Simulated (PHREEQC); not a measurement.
4.5 g of hydrous ferric oxide (600 m²/g; 0.2 weak and 0.005 strong sites per Fe, Dzombak-Morel constants, diffuse double layer) in 1 kg of water with 0.001 mol/kgw of an inert sodium salt and 0.005 mol/kgw ZnSO4 and 2.9e-05 mol/kgw Na2HAsO4, at 25 °C; the pH is set by adding NaOH or the inert anion's acid. Oxygen is held at 0.21 atm. The system is closed to CO2. No solid was allowed to form.

Base run: PHREEQC, ion-association model, wateq4f.dat. Each further column changes one thing. The table gives Zn sorbed (%).

```json
[
 {"pH": "4", "base": "0.7", "no electrostatic term (-no_edl)": "0.5", "background salt from 0.001 to 0.0001 mol/kgw": "0.7", "oxide from 4.5 to 22 g/kgw": "?", "0.015 mol/kgw CaCl2 added": "0.5"},
 {"pH": "5", "base": "6.2", "no electrostatic term (-no_edl)": "6.8", "background salt from 0.001 to 0.0001 mol/kgw": "6.3", "oxide from 4.5 to 22 g/kgw": "26.2", "0.015 mol/kgw CaCl2 added": "5.7"},
 {"pH": "6", "base": "49.8", "no electrostatic term (-no_edl)": "?", "background salt from 0.001 to 0.0001 mol/kgw": "50.0", "oxide from 4.5 to 22 g/kgw": "85.5", "0.015 mol/kgw CaCl2 added": "44.9"},
 {"pH": "6.5", "base": "80.6", "no electrostatic term (-no_edl)": "92.2", "background salt from 0.001 to 0.0001 mol/kgw": "80.7", "oxide from 4.5 to 22 g/kgw": "?", "0.015 mol/kgw CaCl2 added": "77.3"},
 {"pH": "7.5", "base": "98.2", "no electrostatic term (-no_edl)": "99.8", "background salt from 0.001 to 0.0001 mol/kgw": "98.2", "oxide from 4.5 to 22 g/kgw": "100.0", "0.015 mol/kgw CaCl2 added": "97.5"},
 {"pH": "8.5", "base": "99.6", "no electrostatic term (-no_edl)": "100.0", "background salt from 0.001 to 0.0001 mol/kgw": "99.6", "oxide from 4.5 to 22 g/kgw": "100.0", "0.015 mol/kgw CaCl2 added": "99.1"},
 {"pH": "9.5", "base": "99.0", "no electrostatic term (-no_edl)": "99.7", "background salt from 0.001 to 0.0001 mol/kgw": "99.0", "oxide from 4.5 to 22 g/kgw": "100.0", "0.015 mol/kgw CaCl2 added": "90.6"},
 {"pH": "10", "base": "98.3", "no electrostatic term (-no_edl)": "?", "background salt from 0.001 to 0.0001 mol/kgw": "98.3", "oxide from 4.5 to 22 g/kgw": "100.0", "0.015 mol/kgw CaCl2 added": "?"},
 {"pH": "11", "base": "95.1", "no electrostatic term (-no_edl)": "33.7", "background salt from 0.001 to 0.0001 mol/kgw": "95.2", "oxide from 4.5 to 22 g/kgw": "100.0", "0.015 mol/kgw CaCl2 added": "9.4"},
 {"pH": "12", "base": "78.0", "no electrostatic term (-no_edl)": "1.9", "background salt from 0.001 to 0.0001 mol/kgw": "78.2", "oxide from 4.5 to 22 g/kgw": "99.8", "0.015 mol/kgw CaCl2 added": "0.6"}
]
```

**Question.** Complete the blanks.

**Answer.** 
- 4, oxide from 4.5 to 22 g/kgw: 2.5
- 6, no electrostatic term (-no_edl): 63.3
- 6.5, oxide from 4.5 to 22 g/kgw: 98.0
- 10, no electrostatic term (-no_edl): 97.2
- 10, 0.015 mol/kgw CaCl2 added: 69.0

In at least one series the solution becomes supersaturated in solids that the run did not let form, among them Zn(OH)2-a, Zn4(OH)6SO4. The database has no arsenate complexes of Zn. The database has no arsenate complexes of Zn, Ca.
